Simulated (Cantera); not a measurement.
A closed system holds: 1 mol FeCl₂, 8.5 mol H₂O, 0.29 mol N₂, 1.7 mol O₂, equilibrated at 1523.15 K and 610 Pa.

These are equilibrium values from Cantera (NASA tables, ideal gas, pure condensed phases), not measurements of a reactor. Candidate condensed phases: Fe, FeCl₂, FeCl₃, FeO, Fe(OH)₂, Fe(OH)₃, Fe₂O₃, Fe₃O₄, H₂O, NH₄Cl; 37 gas species. Rates play no part.

### Question
What is the equilibrium state?

### Answer
```json
{
 "x(H₂O)": "0.666",
 "x(HCl)": "0.166",
 "x(O₂)": "0.134",
 "x(N₂)": "0.0255",
 "x(Cl)": "0.00512",
 "x(FeCl₂)": "0.00235",
 "x(OH)": "0.000787",
 "x(NO)": "0.000196",
 "x(H₂)": "5.97e-5",
 "n(Fe₃O₄(s))": "0.324 mol",
 "gas_amount": "11.34 mol",
 "log10 activity of Fe(γ) (absent)": "-5.19",
 "log10 activity of FeCl₂(l) (absent)": "-5.53"
}
```
